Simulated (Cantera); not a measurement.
Charge: 1 mol Cu, 5.1 mol NH3, 4.9 mol N2, at 925 K and 15000 Pa.

Method: chemical equilibrium by Gibbs-energy minimisation in Cantera with the NASA 1993 tables (ideal gas, pure condensed phases). Candidate condensed phases: Cu; 11 gas species. The numbers say what is thermodynamically allowed, not how fast it happens.

Base state: H2 0.507, N2 0.493, NH3 3.78e-5 (mole fractions); condensed: Cu(s).

### Question
What changes in the equilibrium state with this change: Cu replaced by Si?

### Answer
| species | before | after |
|---|---|---|
| H2 | 0.507 | 0.530 |
| N2 | 0.493 | 0.470 |
| NH3 | 3.78e-5 | 3.95e-5 |
| Cu(s), mol | 1.00 | 0 |
| Si3N4(s), mol | 0 | 0.333 |
Further candidate phases: Si, Si3N4.
